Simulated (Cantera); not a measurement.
A perfectly stirred reactor is fed with CH₄ : C₂H₆ : O₂ : N₂ = 1 : 0.4 : 6.07 : 22.8 (molar parts), at 26000 Pa; it is adiabatic with a 675 K inlet, and is followed from long to short residence time, starting on the burning branch (τ in s: 0.36, 0.13, 0.047, 0.017, 0.006, 0.0022, 0.00078, 0.00028, 0.0001, 3.6e-05, 1.3e-05, 4.7e-06).

Computed with Cantera and GRI-Mech 3.0 (53 species, 325 reactions).

One state of this run: T (K) = 1875; x CH₄ = 4.69e-6; x C₂H₆ = 4.28e-7; x O₂ = 0.0871; x H₂O₂ = 4.06e-8; x CH₃ = 1.35e-6; x H = 0.000205. x: mole fraction; the columns are a selection and need not sum to one.

Problem. Which value of τ (s) does it belong to?
A) 3.6e-5
B) 0.13
C) 0.00078
D) 0.047

Solution. B, 0.13
